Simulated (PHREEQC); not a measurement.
A made-up water analysis in mg/L, 55 °C, pH 6.42, pe -1.1: Na 0.13; K 0.000257; Ca 1.81; Mg 0.179; Cl 2.2; S(6) as SO4 1.03; Alkalinity as HCO3 1.4; B 0.0318; Ba 0.00205; Fe(2) 0.00293.

Valence states are taken as typed.

Equilibrium calculation in PHREEQC: ion-association model, wateq4f.dat.

```yaml
ionic_strength: 0.000172 mol/kgw
charge_balance_error: 2.0 %
```

```
species  molality  activity   log γ
-------  --------  --------  ------
Cl-       6.21e-5   6.11e-5  -0.007
Ca+2      4.50e-5   4.22e-5  -0.028
HCO3-     2.31e-5   2.27e-5  -0.007
CO2       1.67e-5   1.67e-5   0.000
SO4-2     1.06e-5   9.93e-6  -0.028
Mg+2      7.33e-6   6.88e-6  -0.028
```

No solid was allowed to form. Complexes and solids missing from the database can't appear. Constants without temperature data keep their 25 °C values here.
